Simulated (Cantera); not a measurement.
Mixture: CH4 : O2 : N2 = 1 : 1.43 : 5.37 (molar parts), at 4.40 bar, adiabatic and at constant pressure. Ignition delay is the time to a rise of 400 K.

Detailed kinetics in Cantera: GRI-Mech 3.0 (53 species, 325 reactions).

Problem. What does this change do: CH4 1 to 0.62 parts?

Solution. 
```json
[
 {"quantity": "delay at 1100 K", "before": "53.7 ms", "after": "41.7 ms"},
 {"quantity": "delay at 1150 K", "before": "26.6 ms", "after": "20.7 ms"},
 {"quantity": "delay at 1200 K", "before": "13.6 ms", "after": "10.6 ms"},
 {"quantity": "delay at 1250 K", "before": "7.20 ms", "after": "5.61 ms"},
 {"quantity": "delay at 1300 K", "before": "3.91 ms", "after": "3.06 ms"},
 {"quantity": "delay at 1350 K", "before": "2.18 ms", "after": "1.71 ms"},
 {"quantity": "delay at 1400 K", "before": "1.25 ms", "after": "0.985 ms"},
 {"quantity": "apparent activation energy between 1300 and 1400 K", "before": "170 kJ/mol", "after": "170 kJ/mol"}
]
```

Problem. What does this change do: pressure from 4.40 bar to 10.0 bar?

Solution. 
```json
[
 {"quantity": "delay at 1100 K", "before": "53.7 ms", "after": "20.7 ms"},
 {"quantity": "delay at 1150 K", "before": "26.6 ms", "after": "10.6 ms"},
 {"quantity": "delay at 1200 K", "before": "13.6 ms", "after": "5.62 ms"},
 {"quantity": "delay at 1250 K", "before": "7.20 ms", "after": "3.08 ms"},
 {"quantity": "delay at 1300 K", "before": "3.91 ms", "after": "1.73 ms"},
 {"quantity": "delay at 1350 K", "before": "2.18 ms", "after": "1.00 ms"},
 {"quantity": "delay at 1400 K", "before": "1.25 ms", "after": "0.590 ms"},
 {"quantity": "apparent activation energy between 1300 and 1400 K", "before": "170 kJ/mol", "after": "160 kJ/mol"}
]
```
